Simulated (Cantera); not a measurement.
A closed system holds: 1 mol Si, 0.087 mol N2O, 13 mol H2, at 1725 K and 1 atm.

Equilibrium computed with Cantera from the NASA thermochemical tables; the gas is ideal and each condensed phase is pure. Candidate condensed phases: H2O, Si, SiO2, Si2N2O, Si3N4; 35 gas species. Mutual solubility and eutectic melting of coexisting phases are not modelled. Gases not in the tables: Si2H6 and higher silanes. Kinetics and transport are ignored.

Base state: H2 0.999, N2 0.000477, SiO 0.000477, H 0.000184, SiH2 1.72e-5 (mole fractions); condensed: Si(l) + Si2N2O(s).

Q: What changes in the equilibrium state with this change: pressure from 1 atm to 3.30 mbar?

A: 
| species | before | after |
|---|---|---|
| H2 | 0.999 | 0.983 |
| SiO | 0.000477 | 0.00659 |
| N2 | 0.000477 | 0.00659 |
| Si | 1.00e-6 | 0.000308 |
| SiH | 1.44e-6 | 2.50e-5 |
| H | 0.000184 | 0.00321 |
| Si(l), mol | 0.832 | 0.908 |
| Si2N2O(s), mol | 0.0808 | 0 |

Q: What changes in the equilibrium state with this change: temperature from 1725 K to 2048 K?

A: 
| species | before | after |
|---|---|---|
| H2 | 0.999 | 0.984 |
| N2 | 0.000477 | 0.00659 |
| SiO | 0.000477 | 0.00659 |
| Si | 1.00e-6 | 7.46e-5 |
| SiH | 1.44e-6 | 4.53e-5 |
| H | 0.000184 | 0.00221 |
| Si(l), mol | 0.832 | 0.910 |
| Si2N2O(s), mol | 0.0808 | 0 |
